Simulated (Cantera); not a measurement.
An adiabatic, constant-pressure homogeneous reactor starts with CH₄ : O₂ : N₂ = 1 : 2.63 : 14.7 (molar parts), equivalence ratio 0.76, at 1773 K and 0.868 atm.

Computed with Cantera and GRI-Mech 3.0 (53 species, 325 reactions).

x: mole fraction; the columns are a selection and need not sum to one.

```
t (s)     T (K)   x CH₄    x O₂     x H₂     x N₂O    x C₂H₆      x O     x HCN
--------  -----  ------  ------  -------  --------  --------  -------  --------
3.00e-6    1773  0.0545   0.143  2.23e-6  1.63e-11  5.09e-10  2.79e-7    <1e-12
1.15e-5    1773  0.0545   0.143  1.01e-5  1.41e-10   4.16e-8  4.18e-7    <1e-12
4.38e-5    1772  0.0542   0.143      ___       ___       ___      ___  1.09e-12
0.000168   1865  0.0337   0.126  0.00939   4.68e-8  0.000365  9.82e-5   2.63e-8
0.000641   2569  <1e-12  0.0391      ___       ___    <1e-12      ___  2.34e-11
0.00245    2620  <1e-12  0.0366  0.00544   5.15e-7    <1e-12  0.00525  5.69e-11
0.00936    2613  <1e-12  0.0341  0.00546   5.59e-7    <1e-12  0.00489  9.38e-11
0.0358     2611  <1e-12  0.0335  0.00546   5.75e-7    <1e-12  0.00480  1.02e-10
0.137      2611  <1e-12  0.0335  0.00546   5.75e-7    <1e-12  0.00480  1.02e-10
0.523      2611  <1e-12  0.0335  0.00546   5.75e-7    <1e-12  0.00480  1.02e-10
2.00       2611  <1e-12  0.0335  0.00546   5.75e-7    <1e-12  0.00480  1.02e-10
```

Q: Some entries are withheld; supply them.

A: 
- 4.38e-5, x H₂: 6.05e-5
- 4.38e-5, x N₂O: 1.45e-9
- 4.38e-5, x C₂H₆: 3.38e-6
- 4.38e-5, x O: 1.28e-6
- 0.000641, x H₂: 0.00668
- 0.000641, x N₂O: 3.82e-7
- 0.000641, x O: 0.00709
